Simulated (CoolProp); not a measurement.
A Linde-Hampson liquefier for nitrogen: isothermal reversible compression at 230 K from 1 atm to 20 MPa, throttling to 1 atm, return gas leaving the recuperator 5 K below the feed. Each further row changes one setting.

Model: reference Helmholtz-energy equation of state, Span 2000, in CoolProp.

```csv
case,liquid yield per pass,compression work (kJ/kg of gas)
as stated,0.149,351
high pressure 40 MPa,?,403
warm-end temperature 260 K,0.102,?
warm-end gap 10 K,?,351
```

Problem. Complete the blanks.

Solution. 
- high pressure 40 MPa, liquid yield per pass: 0.178
- warm-end temperature 260 K, compression work (kJ/kg of gas): 404
- warm-end gap 10 K, liquid yield per pass: 0.136
